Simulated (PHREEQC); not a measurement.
Solution (20 °C): 0.016 mol Pb(NO3)2 and 0.00061 mol NaNO3 per kg of water. It is in equilibrium with CO2 at log p = -1 (atm). Otherwise closed; pH follows from the charge balance.

Model: ion-association model, phreeqc.dat, run in PHREEQC.

Precipitation was switched off in this run.

Problem. What pH does the model give?

Solution. pH 3.99.

Problem. In which forms is Pb present?

Solution. Pb+2 82 %, PbNO3+ 17 %, PbHCO3+ 0.6 % of the Pb.
